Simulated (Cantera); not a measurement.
Input: 1 mol CH3SiH3, 0.22 mol CH4, 120 mol H2, equilibrated at 23.0 mbar.

Method: chemical equilibrium by Gibbs-energy minimisation in Cantera with the NASA 1993 tables (ideal gas, pure condensed phases). Candidate condensed phases: C, C6H6, C7H8, C8H18, Si, SiC; 87 gas species. The feed counts by its element totals alone. Gases not in the tables: Si2H6 and higher silanes. Kinetics and transport are ignored.

**Question.** What share of the Si ends up in condensed phases as a function of T (K), at 1025, 1225, 1425, 1625, 1825, 2025, 2225, 2425?

**Answer.** 
| T (K) | Si condensed (%) | as |
|---|---|---|
| 1025 | 100.0 | SiC(s) |
| 1225 | 100.0 | SiC(s) |
| 1425 | 100.0 | SiC(s) |
| 1625 | 100.0 | SiC(s) |
| 1825 | 99.9 | SiC(s) |
| 2025 | 97.6 | SiC(s) |
| 2225 | 57.0 | SiC(s) |
| 2425 | 0.0 | - |
